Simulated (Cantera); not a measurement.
Thermal oxidation and active oxidation of silicon: Si + N₂O + H₂

Charge: 1 mol Si, 0.063 mol N₂O, 150 mol H₂, at 1300 K.

Method: chemical equilibrium by Gibbs-energy minimisation in Cantera with the NASA 1993 tables (ideal gas, pure condensed phases). Candidate condensed phases: H₂O, Si, SiO₂, Si₂N₂O, Si₃N₄; 35 gas species. Mutual solubility and eutectic melting of coexisting phases are not modelled. Kinetics and transport are ignored.

```
P (Pa)    x H₂       x H      x N₂     x SiO      x Si    x SiH₄     x SiH   x SiH₂  n Si(s)  n Si₂N₂O(s)
-------  -----  --------  --------  --------  --------  --------  --------  -------  -------  -----------
0.100    0.998   0.00111  0.000419  0.000419   4.33e-5    <1e-12   3.59e-7  7.63e-8    0.930            0
1.50     0.999  0.000285  0.000420  0.000420   2.89e-6  1.16e-11   9.27e-8  7.64e-8    0.937            0
22       1.000   7.46e-5  0.000179  0.000179   1.97e-7  1.70e-10   2.42e-8  7.64e-8    0.901       0.0362
320      1.000   1.96e-5   1.23e-5   1.23e-5   1.35e-8   2.48e-9   6.35e-9  7.65e-8    0.876       0.0612
4600     1.000   5.16e-6   8.55e-7   8.56e-7  9.41e-10   3.56e-8   1.68e-9  7.65e-8    0.874       0.0629
68000    1.000   1.34e-6   5.39e-8   6.21e-8  6.37e-11   5.26e-7  4.36e-10  7.65e-8    0.874       0.0630
1000000  1.000   3.50e-7   1.02e-9   1.52e-8  4.33e-12   7.74e-6  1.14e-10  7.65e-8    0.873       0.0630
```
x: gas mole fraction; n: condensed amount in mol.

From 0.100 Pa to 1.50 Pa the condensed part is Si(s). From 22.0 Pa to 10.0 bar the condensed part is Si(s) + Si₂N₂O(s). The main Si-bearing gas is SiO at 0.100 Pa and SiH₄ at 10.0 bar.
